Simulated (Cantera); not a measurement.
Equilibrium for carbothermic reduction: TiO2 + CH4 + CO

Input: 1 mol TiO2, 2.2 mol CH4, 0.25 mol CO, at 2127 °C and 0.00130 bar.

Method: chemical equilibrium by Gibbs-energy minimisation in Cantera with the NASA 1993 tables (ideal gas, pure condensed phases). Candidate condensed phases: C, C6H6, C7H8, C8H18, H2O, Ti, TiC, TiO, TiO2, Ti2O3, Ti3O5, Ti4O7; 113 gas species. TiC: taken at fixed stoichiometry. Equilibrium is a limit: real reactors are often held back by kinetics, nucleation or transport.

| Quantity | Result |
|---|---|
| x(H2) | 0.377 |
| x(H) | 0.271 |
| x(CO) | 0.260 |
| x(Ti) | 0.0893 |
| x(TiO) | 0.00196 |
| n(TiC(s)) | 0.217 mol |
| gas amount | 8.579 mol |
| log10 activity of Ti(l) (absent) | -0.82 |
| log10 activity of C(graphite) (absent) | -2.39 |
| log10 activity of Ti2O3(l) (absent) | -6.21 |
